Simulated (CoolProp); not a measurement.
Sulfur dioxide along the isobar 20.8 bar: Z from the reference equation and from simpler models built on Tc = 430.6 K, pc = 78.87 bar, ω = 0.256; each cubic takes its own stable root.

Values from CoolProp's reference Helmholtz-energy equation of state, Gao 2016.

```tsv
T (K)	phase	reference
309	liquid	0.03872
328.7	liquid	0.03811
348.3	liquid	0.03796
367.9	gas	0.8111
387.6	gas	0.8500
407.2	gas	0.8776
426.8	gas	0.8984
446.5	gas	0.9147
466.1	gas	0.9277
485.7	gas	0.9382
505.4	gas	0.9470
525	gas	0.9544
```

Task: How far does each simpler model (van der Waals, Redlich-Kwong, Soave-Redlich-Kwong, Peng-Robinson) lie from the reference over these 12 states: mean and median of the absolute difference, and the worst?

Result: 
- van der Waals: mean 357.3 %, median 2.3 %, worst +2140.0 % at 348.3 K and 20.8 bar
- Redlich-Kwong: mean 172.3 %, median 0.7 %, worst +2025.4 % at 348.3 K and 20.8 bar
- Soave-Redlich-Kwong: mean 3.5 %, median 0.4 %, worst +13.6 % at 348.3 K and 20.8 bar
- Peng-Robinson: mean 0.7 %, median 0.8 %, worst -1.3 % at 309 K and 20.8 bar

At some of these states van der Waals, Redlich-Kwong gives the other phase, because its saturation line lies elsewhere.
